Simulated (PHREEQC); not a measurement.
A column of 0.1 m (30 cells, dispersivity 0.008 m, 300 s a shift, diffusion coefficient 3e-10 m²/s) holds 0.014 eq of the database's cation exchanger X per kg of pore water, first in equilibrium with 0.00057 mol PbCl2 and 1e-05 mol HCl per kg of water. It is flushed with 0.0022 mol LiCl, 0.006 mol SrCl2 and 1e-05 mol HCl per kg of water, at 15 °C. Values are for the last cell. The system is closed to CO2. Precipitation was switched off in this run.

The series has 31 steps of pore volumes, from 0 to 5.017.

All values are PHREEQC results (ion-association model, phreeqc.dat), not measurements.

**Question.** After how many pore volumes does Sr at the outlet first reach half of its feed value?

**Answer.** By 2.0 pore volumes.

**Question.** After how many pore volumes does Li at the outlet first reach half of its feed value?

**Answer.** By 1.0 pore volumes.
